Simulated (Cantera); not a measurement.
**Thermodynamics of abatement and gas-phase synthesis, feed S + H₂ + N₂**

Feed: 1 mol S, 2.3 mol H₂, 1.8 mol N₂, held at 2623.15 K and 1.00 bar.

These are equilibrium values from Cantera (NASA tables, ideal gas, pure condensed phases), not measurements of a reactor. Candidate condensed phases: S; 15 gas species. The numbers say what is thermodynamically allowed, not how fast it happens.

The x(H₂) is 0.442 and the x(N₂) is 0.386. The x(S₂) is 0.0701 and the x(SH) is 0.0360. The x(H) is 0.0280. The x(S) is 0.0190 and the x(H₂S) is 0.0190. The x(SN) is 8.62e-5 and the x(NH₃) is 1.68e-6. The gas amount is 4.665 mol. The log10 activity of S(l) (absent) is -2.38.
